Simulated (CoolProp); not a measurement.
Vapour-liquid equilibrium of p-xylene (1) + n-decane (2) at 327.8 K; x and y are mole fractions of (1).

Computed with CoolProp (multi-fluid Helmholtz-energy mixture model, Zhou 2012 and Lemmon 2006; pair parameters Bell 2016).

```csv
x,bubble pressure (bar),y at the bubble point,dew pressure at overall composition x (bar),liquid density (mol/L)
0.05,0.01404,0.226,0.01192,5.040
0.15,0.01898,0.486,0.01304,5.243
0.25,0.02361,0.632,…,5.462
0.35,…,0.728,0.01604,5.698
0.45,0.03217,0.796,0.01811,…
0.55,…,0.849,0.02078,6.230
0.65,0.04016,0.892,0.02433,6.530
0.75,0.04407,0.928,0.02923,6.858
0.85,0.04799,0.959,…,7.218
0.95,0.05196,0.987,0.04682,7.613
```

**Question.** Complete the blanks.

**Answer.** 
- 0.25, dew pressure at overall composition x (bar): 0.01438
- 0.35, bubble pressure (bar): 0.02799
- 0.45, liquid density (mol/L): 5.953
- 0.55, bubble pressure (bar): 0.03620
- 0.85, dew pressure at overall composition x (bar): 0.03629

No azeotrope shows between x = 0.05 and 0.95.

Pair parameters are fitted to limited data, so mixtures are less certain than the pure fluids.
